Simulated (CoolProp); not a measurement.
Computed with CoolProp (reference Helmholtz-energy equation of state, Thol 2015).

Give the vapour pressure (MPa), liquid density (kg/m³), vapour density (kg/m³), enthalpy of vaporisation (kJ/kg) of saturated octamethylcyclotetrasiloxane (D4) at 440 K.


```
T (K)  p (MPa)  liquid density (kg/m³)  vapour density (kg/m³)  enthalpy of vaporisation (kJ/kg)
-----  -------  ----------------------  ----------------------  --------------------------------
440     0.0804                     778                    6.97                               134
```
